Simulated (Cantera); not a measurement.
**Premixed flame**

A freely propagating, adiabatic, planar premixed flame of 15.4 % CO, 8.60 % H₂, 16.0 % O₂, 60.1 % N₂, unburnt at 550 K and 3750 Torr; mixture-averaged transport, grid criteria slope 0.08 and curve 0.16, no radiation.

Detailed kinetics in Cantera: GRI-Mech 3.0 (53 species, 325 reactions). The hydrogen kinetics of GRI-Mech 3.0 are dated; newer H2 mechanisms differ, most at raised pressure. Burning velocities carry a grid error of a few per cent, more on coarse grids.

| z (mm) | T (K) | u (m/s) | x CO | x H₂ | x O₂ | x HO₂ | x H₂O₂ | x NO |
|---|---|---|---|---|---|---|---|---|
| -0.300 | 550 | 1.19 | 0.154 | 0.0856 | 0.160 | <1e-8 | <1e-8 | <1e-8 |
| -0.200 | 550 | 1.19 | 0.154 | 0.0841 | 0.160 | 1.48e-7 | 5.45e-8 | <1e-8 |
| -0.150 | 551 | 1.19 | 0.154 | 0.0816 | 0.161 | 8.72e-7 | 3.24e-7 | <1e-8 |
| -0.0999 | 557 | 1.20 | 0.155 | 0.0747 | 0.162 | 8.83e-6 | 3.24e-6 | <1e-8 |
| -0.0499 | 658 | 1.39 | 0.155 | 0.0539 | 0.161 | 0.000248 | 6.39e-5 | 1.06e-7 |
| -0.0250 | 960 | 1.99 | 0.143 | 0.0343 | 0.147 | 0.000509 | 0.000109 | 9.99e-7 |
| 0 | 1385 | 2.83 | 0.114 | 0.0148 | 0.116 | 0.000221 | 1.35e-5 | 3.85e-6 |
| 0.0250 | 1675 | 3.36 | 0.0820 | 0.00561 | 0.0887 | 0.000103 | 2.39e-6 | 8.95e-6 |
| 0.0499 | 1845 | 3.66 | 0.0591 | 0.00363 | 0.0747 | 5.89e-5 | 1.29e-6 | 1.45e-5 |
| 0.0999 | 2024 | 3.96 | 0.0365 | 0.00297 | 0.0633 | 2.88e-5 | 7.01e-7 | 2.41e-5 |
| 0.200 | 2169 | 4.20 | 0.0220 | 0.00202 | 0.0565 | 1.31e-5 | 4.10e-7 | 3.85e-5 |
| 0.400 | 2263 | 4.35 | 0.0129 | 0.00116 | 0.0524 | 6.79e-6 | 2.73e-7 | 5.94e-5 |
| 0.799 | 2315 | 4.44 | 0.00740 | 0.000667 | 0.0501 | 4.81e-6 | 2.25e-7 | 8.89e-5 |
x: mole fraction of selected species; z is measured from the peak of heat release.

The laminar burning velocity is 119 cm/s and the thermal thickness comes out as 0.0999 mm. The peak x(HO₂) is 0.000548, the peak x(H₂O₂) is 0.000116 and the grid points is 125.
